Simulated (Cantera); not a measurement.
# Al₂O₃ + HCl + N₂ (chemical vapour transport)

Charge: 1 mol Al₂O₃, 0.58 mol HCl, 0.077 mol N₂, equilibrated at 1.10 bar.

These are equilibrium values from Cantera (NASA tables, ideal gas, pure condensed phases), not measurements of a reactor. Candidate condensed phases: Al, AlCl₃, AlN, Al₂O₃, H₂O, NH₄Cl; 45 gas species. Condensed phases not in the tables: AlOCl. Gases not in the tables: Al(OH)₃. The numbers say what is thermodynamically allowed, not how fast it happens.

From 723 K to 1698 K the condensed part is Al₂O₃(s).

```json
[
 {"T (K)": "723", "x HCl": "0.883", "x N₂": "0.117", "x H₂O": "2.33e-5", "x AlCl₃": "1.55e-5", "x Cl": "3.10e-10", "x H₂": "6.32e-8", "n Al₂O₃(s)": "1.000"},
 {"T (K)": "798", "x HCl": "0.883", "x N₂": "0.117", "x H₂O": "6.44e-5", "x AlCl₃": "4.29e-5", "x Cl": "4.44e-9", "x H₂": "2.75e-7", "n Al₂O₃(s)": "1.000"},
 {"T (K)": "873", "x HCl": "0.883", "x N₂": "0.117", "x H₂O": "0.000149", "x AlCl₃": "9.94e-5", "x Cl": "4.04e-8", "x H₂": "9.33e-7", "n Al₂O₃(s)": "1.000"},
 {"T (K)": "948", "x HCl": "0.882", "x N₂": "0.117", "x H₂O": "0.000301", "x AlCl₃": "0.000201", "x Cl": "2.59e-7", "x H₂": "2.64e-6", "n Al₂O₃(s)": "1.000"},
 {"T (K)": "1023", "x HCl": "0.882", "x N₂": "0.117", "x H₂O": "0.000546", "x AlCl₃": "0.000364", "x Cl": "1.26e-6", "x H₂": "6.51e-6", "n Al₂O₃(s)": "1.000"},
 {"T (K)": "1098", "x HCl": "0.881", "x N₂": "0.117", "x H₂O": "0.000909", "x AlCl₃": "0.000606", "x Cl": "4.89e-6", "x H₂": "1.45e-5", "n Al₂O₃(s)": "1.000"},
 {"T (K)": "1173", "x HCl": "0.880", "x N₂": "0.117", "x H₂O": "0.00141", "x AlCl₃": "0.000942", "x Cl": "1.58e-5", "x H₂": "2.99e-5", "n Al₂O₃(s)": "1.000"},
 {"T (K)": "1248", "x HCl": "0.879", "x N₂": "0.117", "x H₂O": "0.00208", "x AlCl₃": "0.00139", "x Cl": "4.39e-5", "x H₂": "5.81e-5", "n Al₂O₃(s)": "1.000"},
 {"T (K)": "1323", "x HCl": "0.878", "x N₂": "0.117", "x H₂O": "0.00291", "x AlCl₃": "0.00194", "x Cl": "0.000107", "x H₂": "0.000108", "n Al₂O₃(s)": "0.999"},
 {"T (K)": "1398", "x HCl": "0.876", "x N₂": "0.117", "x H₂O": "0.00393", "x AlCl₃": "0.00262", "x Cl": "0.000234", "x H₂": "0.000194", "n Al₂O₃(s)": "0.999"},
 {"T (K)": "1473", "x HCl": "0.873", "x N₂": "0.117", "x H₂O": "0.00513", "x AlCl₃": "0.00342", "x Cl": "0.000467", "x H₂": "0.000335", "n Al₂O₃(s)": "0.999"},
 {"T (K)": "1548", "x HCl": "0.870", "x N₂": "0.117", "x H₂O": "0.00651", "x AlCl₃": "0.00434", "x Cl": "0.000863", "x H₂": "0.000559", "n Al₂O₃(s)": "0.999"},
 {"T (K)": "1623", "x HCl": "0.867", "x N₂": "0.117", "x H₂O": "0.00805", "x AlCl₃": "0.00536", "x Cl": "0.00150", "x H₂": "0.000903", "n Al₂O₃(s)": "0.998"},
 {"T (K)": "1698", "x HCl": "0.862", "x N₂": "0.117", "x H₂O": "0.00974", "x AlCl₃": "0.00649", "x Cl": "0.00246", "x H₂": "0.00141", "n Al₂O₃(s)": "0.998"}
]
```
x: gas mole fraction; n: condensed amount in mol.
